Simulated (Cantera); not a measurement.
What does this Cantera script print?

```python
import numpy as np
import cantera as ct

gas = ct.Solution("gri30.yaml", transport_model="mixture-averaged")
show = ['CO2', 'H', 'NH3']

rows = []
print(f"{'T/K':>7s}{'rho':>11s}{'cp':>10s}{'mu':>11s}{'lambda':>11s}{'Pr':>7s}" + "".join(f"{'D_' + s:>11s}" for s in show))
for T in [400, 550, 700, 850, 1000, 1150, 1300]:
    gas.TPX = T, 100000, {'CO': 0.51}
    Pr = gas.cp_mass * gas.viscosity / gas.thermal_conductivity
    D = [gas.mix_diff_coeffs_mole[gas.species_index(s)] for s in show]
    rows.append([gas.density, gas.cp_mass, gas.viscosity, gas.thermal_conductivity, Pr, *D])
    print(f"{T:7g}{gas.density:11.4e}{gas.cp_mass:10.1f}{gas.viscosity:11.4e}"
          f"{gas.thermal_conductivity:11.4e}{Pr:7.3f}" + "".join(f"{d:11.4e}" for d in D))
print("SI units: kg/m3, J/kg/K, Pa s, W/m/K, m2/s")
```

It prints:

```
    T/K        rho        cp         mu     lambda     Pr      D_CO2        D_H      D_NH3
    400 8.4221e-01    1048.7 2.1957e-05 3.1736e-02  0.726 2.6763e-05 2.0380e-04 3.8315e-05
    550 6.1251e-01    1074.4 2.7416e-05 4.1080e-02  0.717 4.6982e-05 3.5370e-04 6.8836e-05
    700 4.8126e-01    1111.5 3.2254e-05 5.0222e-02  0.714 7.1290e-05 5.3331e-04 1.0591e-04
    850 3.9633e-01    1151.8 3.6678e-05 5.9050e-02  0.715 9.9303e-05 7.4001e-04 1.4887e-04
   1000 3.3688e-01    1184.0 4.0802e-05 6.7539e-02  0.715 1.3075e-04 9.7192e-04 1.9720e-04
   1150 2.9294e-01    1211.2 4.4693e-05 7.5693e-02  0.715 1.6543e-04 1.2276e-03 2.5057e-04
   1300 2.5914e-01    1233.6 4.8398e-05 8.3525e-02  0.715 2.0317e-04 1.5060e-03 3.0868e-04
SI units: kg/m3, J/kg/K, Pa s, W/m/K, m2/s
```

Detailed kinetics in Cantera: GRI-Mech 3.0 (53 species, 325 reactions).
